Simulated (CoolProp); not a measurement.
Tetradecamethylhexasiloxane (MD4M) along the isobar 0.161 MPa: fugacity coefficient from the reference equation and from simpler models built on Tc = 380.0 °C, pc = 0.8286 MPa, ω = 0.800; each cubic takes its own stable root.

Values from CoolProp's reference Helmholtz-energy equation of state, Thol 2019.

```tsv
T (°C)	phase	reference
74.45	liquid	0.0003692
99.65	liquid	0.001918
124.85	liquid	0.007495
150.05	liquid	0.02334
175.25	liquid	0.06048
200.35	liquid	0.1345
225.55	liquid	0.2653
250.75	liquid	0.4718
275.95	liquid	0.7690
301.15	gas	0.8724
326.35	gas	0.8928
```

Problem. How far does each simpler model (van der Waals, Redlich-Kwong) lie from the reference over these 11 states: mean and median of the absolute difference, and the worst?

Solution. 
- van der Waals: mean 7735.3 %, median 552.3 %, worst +57727.7 % at 74.45 °C and 0.161 MPa
- Redlich-Kwong: mean 1264.6 %, median 308.4 %, worst +7272.7 % at 74.45 °C and 0.161 MPa

At some of these states van der Waals, Redlich-Kwong gives the other phase, because its saturation line lies elsewhere.
